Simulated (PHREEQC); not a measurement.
0.027 g of hydrous ferric oxide (600 m²/g; 0.2 weak and 0.005 strong sites per Fe, Dzombak-Morel constants, diffuse double layer) in 1 kg of water with 0.001 mol/kgw of an inert sodium salt and 0.016 mmol/kgw CuSO4, at 25 °C; the pH is set by adding NaOH or the inert anion's acid. Oxygen is held at 0.21 atm. CO2 from the air is kept out. No solid was allowed to form.

The series has 13 steps of pH, from 3 to 9.

All values are PHREEQC results (ion-association model, wateq4f.dat), not measurements.

Question: Near which pH is half of the S sorbed, and on which side is more sorbed?

Answer: Near pH 5.9, with more sorbed at lower pH.

Question: Near which pH is half of the Cu sorbed, and on which side is more sorbed?

Answer: Near pH 5.8, with more sorbed at higher pH.

Question: At which pH does the surface charge pass through zero?

Answer: Near pH 8.7.

The database's constant for dissolved Cu(OH)2 is higher than later reviews accept. The oxide is taken as insoluble; below pH 4 it would dissolve.
